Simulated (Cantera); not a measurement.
Feed: 1 mol CH3Cl, a varied amount of H2, held at 3298 K and 95000 Pa.

Equilibrium computed with Cantera from the NASA thermochemical tables; the gas is ideal and each condensed phase is pure. Candidate condensed phases: C, C6H6, C7H8, C8H18; 91 gas species. Kinetics and transport are ignored.

Which condensed phases are stable at each of these points (n(H2) (mol)): 0.78, 0.9, 1, 1.2, 1.4, 1.6, 1.9, 2.1, 2.5, 2.9, 3.3?


| n(H2) (mol) | condensed phases | C condensed (%) |
|---|---|---|
| 0.78 | C(graphite) | 46.1 |
| 0.9 | C(graphite) | 42.9 |
| 1 | C(graphite) | 40.2 |
| 1.2 | C(graphite) | 34.9 |
| 1.4 | C(graphite) | 29.5 |
| 1.6 | C(graphite) | 24.1 |
| 1.9 | C(graphite) | 16.1 |
| 2.1 | C(graphite) | 10.7 |
| 2.5 | gas only | 0.0 |
| 2.9 | gas only | 0.0 |
| 3.3 | gas only | 0.0 |

From 0.78 mol H2 to 2.1 mol H2 the condensed part is C(graphite). From 2.5 mol H2 to 3.3 mol H2 nothing is condensed.
